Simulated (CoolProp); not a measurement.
Methane along the isotherm 198 K: density (kg/m³) from the reference equation and from simpler models built on Tc = 190.6 K, pc = 45.99 bar, ω = 0.011; each cubic takes its own stable root.

Values from CoolProp's reference Helmholtz-energy equation of state, Setzmann 1991.

```json
[
 {"p (bar)": "0.218", "phase": "gas", "reference": "0.2127"},
 {"p (bar)": "0.34", "phase": "gas", "reference": "0.3321"},
 {"p (bar)": "0.529", "phase": "gas", "reference": "0.5173"},
 {"p (bar)": "0.824", "phase": "gas", "reference": "0.8073"},
 {"p (bar)": "1.28", "phase": "gas", "reference": "1.258"},
 {"p (bar)": "2", "phase": "gas", "reference": "1.975"},
 {"p (bar)": "3.11", "phase": "gas", "reference": "3.094"},
 {"p (bar)": "4.84", "phase": "gas", "reference": "4.873"},
 {"p (bar)": "7.54", "phase": "gas", "reference": "7.739"},
 {"p (bar)": "11.7", "phase": "gas", "reference": "12.39"},
 {"p (bar)": "18.3", "phase": "gas", "reference": "20.49"},
 {"p (bar)": "28.5", "phase": "gas", "reference": "35.43"},
 {"p (bar)": "44.3", "phase": "gas", "reference": "71.00"},
 {"p (bar)": "69", "phase": "supercritical", "reference": "232.2"}
]
```

### Question
How far does each simpler model (ideal gas, van der Waals, Redlich-Kwong, Soave-Redlich-Kwong, Peng-Robinson) lie from the reference over these 14 states: mean and median of the absolute difference, and the worst?

### Answer
- ideal gas: mean 11.9 %, median 2.6 %, worst -71.0 % at 198 K and 69 bar
- van der Waals: mean 2.1 %, median 0.3 %, worst -21.5 % at 198 K and 69 bar
- Redlich-Kwong: mean 0.9 %, median 0.0 %, worst -12.2 % at 198 K and 69 bar
- Soave-Redlich-Kwong: mean 1.0 %, median 0.0 %, worst -12.3 % at 198 K and 69 bar
- Peng-Robinson: mean 1.2 %, median 0.4 %, worst +4.7 % at 198 K and 44.3 bar
